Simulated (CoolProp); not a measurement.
Values from CoolProp's reference Helmholtz-energy equation of state, Lemmon 2003. It is a pseudo-pure fit of the blend.

Problem. For R410A, give the phase and the density (kg/m³), cv (kJ/(kg K)), isothermal compressibility (1/MPa), expansivity (1/kK) at 227.1 K and 608 kPa; 249.2 K and 608 kPa; 337.4 K and 608 kPa.

Solution. 
- 227.1 K and 608 kPa: liquid; density 1330, cv 0.855, isothermal compressibility 0.00189, expansivity 2.40
- 249.2 K and 608 kPa: liquid; density 1260, cv 0.865, isothermal compressibility 0.00276, expansivity 2.79
- 337.4 K and 608 kPa: gas; density 16.6, cv 0.778, isothermal compressibility 1.74, expansivity 3.57
